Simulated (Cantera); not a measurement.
Gas mixture: 100 % NO, at 0.0267 bar, frozen composition.

Cantera's kinetic-theory transport with the Lennard-Jones parameters of GRI-Mech 3.0, ideal gas; thermal conductivity in the mixture-averaged form.

One state of this run: ρ (kg/m³) = 0.0120; cp (J/kg/K) = 1092; μ (µPa s) = 37.1; λ (mW/m/K) = 57.3; Pr = 0.708; D (cm²/s) NH3 = 50.1; D (cm²/s) OH = 63.4; D (cm²/s) C2H2 = 34.9. D: mixture-averaged diffusion coefficient of that species in the mixture.

Task: Which value of T (K) does it belong to?
(A) 500
(B) 900
(C) 600
(D) 800

Result: D, 800
